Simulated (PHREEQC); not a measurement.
1 kg of water holding 0.0059 mol Na2SO4 and 0.62 mol KCl is evaporated at 15 °C; the solids stay in contact with the brine. The system is closed to CO2. The run lets Arcanite, Glaserite, Halite, Mirabilite, Misenite, Sylvite, Thenardite precipitate or redissolve, and no other solid.

Base run: PHREEQC, Pitzer model, pitzer.dat. Each further column changes one thing. The table gives water activity.

```csv
H2O removed (mol),base,temperature from 15 to 75 °C,temperature from 15 to 5 °C
0,0.980,0.980,0.980
18.01,0.971,0.970,0.971
34.69,0.947,0.946,0.948
41.44,0.922,0.920,0.923
47.7,0.858,[?],0.876
50.23,0.857,0.778,0.875
52.58,0.855,[?],0.874
53.53,0.853,0.771,0.872
54.41,0.849,0.767,0.867
54.76,0.844,[?],0.862
55.09,0.830,0.751,0.848
55.23,0.814,0.738,0.831
```

Question: What belongs in the gaps?

Answer: 
- 47.7, temperature from 15 to 75 °C: 0.852
- 52.58, temperature from 15 to 75 °C: 0.773
- 54.76, temperature from 15 to 75 °C: 0.763

 At this temperature some constants are extrapolated from 25 °C, and those without enthalpy data are left unchanged.
